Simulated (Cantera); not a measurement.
Charge: 1 mol Cu₂O, 2.1 mol CH₄, 2.9 mol CO, at 677 °C and 0.550 bar.

Cantera equilibrium calculation (NASA polynomials, part measured and part estimated; ideal gas, pure solids and liquids). Candidate condensed phases: C, C₆H₆, C₇H₈, C₈H₁₈, Cu, CuO, Cu(OH)₂, Cu₂O, H₂O; 113 gas species. The numbers say what is thermodynamically allowed, not how fast it happens.

Base state: H₂ 0.494, CO 0.314, CO₂ 0.0905, H₂O 0.0796, CH₄ 0.0225 (mole fractions); condensed: C(graphite) + Cu(s).

Question: What changes in the equilibrium state with this change: CH₄ from 2.1 to 0.43 mol?

Answer: 
```tsv
species	before	after
CO	0.314	0.520
CO₂	0.0905	0.249
H₂	0.494	0.181
CH₄	0.0225	0.00301
H₂O	0.0796	0.0482
C(graphite), mol	2.10	0.506
Cu(s), mol	2.00	2.00
```
